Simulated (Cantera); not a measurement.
A freely propagating, adiabatic, planar premixed flame of 5.88 % C2H4, 14.7 % O2, 64.7 % N2, 14.7 % CO2, equivalence ratio 1.2, unburnt at 475 K and 0.128 atm; mixture-averaged transport, grid criteria slope 0.08 and curve 0.16, no radiation.

Model: GRI-Mech 3.0 (53 species, 325 reactions), integrated in Cantera. GRI-Mech 3.0 was tuned for natural gas; its chemistry of ethylene as a main component is partial and can be far from experiment. Burning velocities carry a grid error of a few per cent, more on coarse grids.

### Question
Predict: laminar burning velocity; thermal thickness; peak x(C2H); peak x(CH2).

### Answer
laminar burning velocity: 99.1 cm/s
thermal thickness: 2.57 mm
peak x(C2H): 1.61e-6
peak x(CH2): 3.81e-5
